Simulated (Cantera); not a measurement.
# Equilibrium for metals in furnace atmospheres: Ti + H2O + CO + CO2

Charge: 1 mol Ti, 0.42 mol H2O, 1.3 mol CO, 0.036 mol CO2, at 1173.15 K and 18.0 Pa.

Equilibrium computed with Cantera from the NASA thermochemical tables; the gas is ideal and each condensed phase is pure. Candidate condensed phases: C, C6H6, C7H8, C8H18, H2O, Ti, TiC, TiO, TiO2, Ti2O3, Ti3O5, Ti4O7; 113 gas species. Mutual solubility and eutectic melting of coexisting phases are not modelled. TiC: taken at fixed stoichiometry. The numbers say what is thermodynamically allowed, not how fast it happens.

| Quantity | Result |
|---|---|
| x(CO) | 0.686 |
| x(H2) | 0.314 |
| x(CO2) | 7.18e-6 |
| x(H) | 4.94e-6 |
| x(H2O) | 4.18e-6 |
| n(TiC(s)) | 0.418 mol |
| n(Ti2O3(s)) | 0.291 mol |
| gas amount | 1.338 mol |
| log10 activity of Ti3O5(s) (absent) | -0.14 |
| log10 activity of C(graphite) (absent) | -0.48 |
| log10 activity of Ti4O7(s) (absent) | -0.50 |
